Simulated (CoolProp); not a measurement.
Vapour-liquid equilibrium of n-pentane (1) + cyclohexane (2) at 172 kPa; x and y are mole fractions of (1).

Values from CoolProp's multi-fluid Helmholtz-energy mixture model, Thol 2019 and Zhou 2014; pair parameters Bell 2016.

### Question
Give the bubble temperature and the first vapour's composition at x = 0.125, 0.275, 0.575. Is there an azeotrope?

### Answer
x = 0.125: 361.5 K, y = 0.342; x = 0.275: 351.7 K, y = 0.581; x = 0.575: 338.3 K, y = 0.830. No azeotrope shows between x = 0.05 and 0.95.

Pair parameters are fitted to limited data, so mixtures are less certain than the pure fluids.
